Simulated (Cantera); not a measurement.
# Equilibrium for halide evaporation, hydrolysis and transport: MgCl2 + N2 + H2

Charge: 1 mol MgCl2, 13 mol N2, 6.3 mol H2, at 133 Pa.

Cantera equilibrium calculation (NASA polynomials, part measured and part estimated; ideal gas, pure solids and liquids). Candidate condensed phases: Mg, MgCl2, NH4Cl; 18 gas species. The tables' values for MgH are old estimates; treat these amounts as uncertain. Kinetics and transport are ignored.

| T (°C) | x N2 | x H2 | x HCl | x MgCl2 | x Mg | x H | x Cl | x MgCl |
|---|---|---|---|---|---|---|---|---|
| 1227 | 0.636 | 0.300 | 0.0150 | 0.0413 | 0.00738 | 0.000264 | 1.06e-5 | 0.000248 |
| 1277 | 0.634 | 0.297 | 0.0197 | 0.0387 | 0.00969 | 0.000470 | 2.49e-5 | 0.000334 |
| 1327 | 0.632 | 0.293 | 0.0252 | 0.0358 | 0.0124 | 0.000806 | 5.49e-5 | 0.000435 |
| 1377 | 0.630 | 0.289 | 0.0315 | 0.0324 | 0.0155 | 0.00134 | 0.000114 | 0.000548 |
| 1427 | 0.627 | 0.284 | 0.0384 | 0.0286 | 0.0190 | 0.00215 | 0.000226 | 0.000667 |
| 1477 | 0.624 | 0.278 | 0.0457 | 0.0246 | 0.0227 | 0.00336 | 0.000426 | 0.000785 |
| 1527 | 0.621 | 0.272 | 0.0530 | 0.0205 | 0.0264 | 0.00511 | 0.000763 | 0.000890 |
| 1577 | 0.618 | 0.266 | 0.0600 | 0.0164 | 0.0301 | 0.00760 | 0.00130 | 0.000972 |
| 1627 | 0.614 | 0.259 | 0.0661 | 0.0127 | 0.0336 | 0.0111 | 0.00213 | 0.00102 |
| 1677 | 0.611 | 0.253 | 0.0709 | 0.00934 | 0.0366 | 0.0158 | 0.00332 | 0.00103 |
| 1727 | 0.606 | 0.246 | 0.0741 | 0.00660 | 0.0390 | 0.0221 | 0.00496 | 0.00100 |
x: gas mole fraction; nothing condenses.

From 1227 °C to 1727 °C nothing is condensed. The main Mg-bearing gas is MgCl2 at 1227 °C and Mg at 1727 °C.
